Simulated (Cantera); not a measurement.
Input: 1 mol Si3N4, 0.045 mol H2O, 12 mol N2, held at 1675 K and 2.50 mbar.

Cantera equilibrium calculation (NASA polynomials, part measured and part estimated; ideal gas, pure solids and liquids). Candidate condensed phases: H2O, Si, SiO2, Si2N2O, Si3N4; 35 gas species. Equilibrium is a limit: real reactors are often held back by kinetics, nucleation or transport.

Base state: N2 0.992, SiO 0.00371, H2 0.00364, H 0.000140, Si 9.64e-5 (mole fractions); condensed: Si3N4(s).

Q: What changes in the equilibrium state with this change: temperature from 1675 K to 2048 K?

A: 
| species | before | after |
|---|---|---|
| N2 | 0.992 | 0.961 |
| Si | 9.64e-5 | 0.0302 |
| SiO | 0.00371 | 0.00309 |
| H | 0.000140 | 0.00203 |
| Si3 | 2.87e-8 | 7.35e-5 |
| Si2 | 2.09e-7 | 0.000351 |
| Si2N | 3.17e-6 | 0.000434 |
| Si3N4(s), mol | 0.985 | 0 |
| Si(l), mol | 0 | 2.48 |
The tables' values for SiN are old estimates; treat these amounts as uncertain.

Q: What changes in the equilibrium state with this change: pressure from 2.50 mbar to 1 atm?

A: 
| species | before | after |
|---|---|---|
| N2 | 0.992 | 0.996 |
| H2 | 0.00364 | 0.00373 |
| H | 0.000140 | 7.04e-6 |
| SiO | 0.00371 | 3.83e-6 |
| Si | 9.64e-5 | 4.33e-9 |
| Si3N4(s), mol | 0.985 | 0.970 |
| Si2N2O(s), mol | 0 | 0.0450 |
Mutual solubility and eutectic melting of coexisting phases are not modelled.

Q: What changes in the equilibrium state with this change: temperature from 1675 K to 1573.15 K?

A: 
```tsv
species	before	after
N2	0.992	0.995
H2	0.00364	0.00370
SiO	0.00371	0.000794
Si	9.64e-5	3.93e-6
H	0.000140	4.96e-5
Si3N4(s), mol	0.985	0.973
Si2N2O(s), mol	0	0.0354
```
Mutual solubility and eutectic melting of coexisting phases are not modelled.
